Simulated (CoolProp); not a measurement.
Saturation properties of R245ca.

Computed with CoolProp (reference Helmholtz-energy equation of state, Zhou 2016).

| T (K) | p (MPa) | liquid density (kg/m³) | vapour density (kg/m³) |
|---|---|---|---|
| 319.5 | 0.2144 | 1332 | 11.59 |
| 327 | 0.2723 | 1312 | 14.57 |
| 334.4 | 0.3404 | 1291 | 18.08 |
| 341.8 | 0.4208 | 1270 | 22.22 |
| 349.3 | 0.5163 | 1248 | 27.18 |
| 356.7 | 0.6257 | 1225 | 32.93 |
| 364.1 | 0.7517 | 1202 | 39.66 |
| 371.6 | 0.8981 | 1177 | 47.64 |
| 379 | 1.062 | 1151 | 56.88 |
| 386.4 | 1.249 | 1123 | 67.72 |
| 393.9 | 1.461 | 1093 | 80.70 |
| 401.3 | 1.697 | 1061 | 95.96 |
| 408.8 | 1.964 | 1026 | 114.7 |
| 416.2 | 2.259 | 986.3 | 137.4 |
| 423.6 | 2.587 | 940.5 | 166.4 |

It boils at 298.4 K under 1 atm.
